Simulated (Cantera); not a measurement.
## Thermodynamics of carbothermic reduction, feed Fe3O4 + CO

Charge: 1 mol Fe3O4, a varied amount of CO, held at 1550 K and 750 Torr.

Method: chemical equilibrium by Gibbs-energy minimisation in Cantera with the NASA 1993 tables (ideal gas, pure condensed phases). Candidate condensed phases: C, Fe, Fe(CO)5, FeO, Fe2O3, Fe3O4; 15 gas species. Mutual solubility and eutectic melting of coexisting phases are not modelled. The tables' stoichiometric FeO is somewhat more stable than real wüstite, so its field is too wide. FeO: taken at fixed stoichiometry. Equilibrium is a limit: real reactors are often held back by kinetics, nucleation or transport.

From 1.6 mol CO to 6.7 mol CO the condensed part is FeO(s). From 8.6 mol CO to 11 mol CO the condensed part is Fe(γ) + FeO(s). The main Fe-bearing gas is Fe throughout.

| n(CO) (mol) | x CO | x CO2 | x Fe | n FeO(s) | n Fe(γ) |
|---|---|---|---|---|---|
| 1.6 | 0.375 | 0.625 | 3.95e-8 | 3.00 | 0 |
| 2 | 0.500 | 0.500 | 6.58e-8 | 3.00 | 0 |
| 2.6 | 0.615 | 0.385 | 1.05e-7 | 3.00 | 0 |
| 3.3 | 0.697 | 0.303 | 1.51e-7 | 3.00 | 0 |
| 4.2 | 0.762 | 0.238 | 2.10e-7 | 3.00 | 0 |
| 5.3 | 0.811 | 0.189 | 2.83e-7 | 3.00 | 0 |
| 6.7 | 0.851 | 0.149 | 3.75e-7 | 3.00 | 0 |
| 8.6 | 0.864 | 0.136 | 4.19e-7 | 2.83 | 0.166 |
| 11 | 0.864 | 0.136 | 4.19e-7 | 2.51 | 0.492 |
x: gas mole fraction; n: condensed amount in mol.
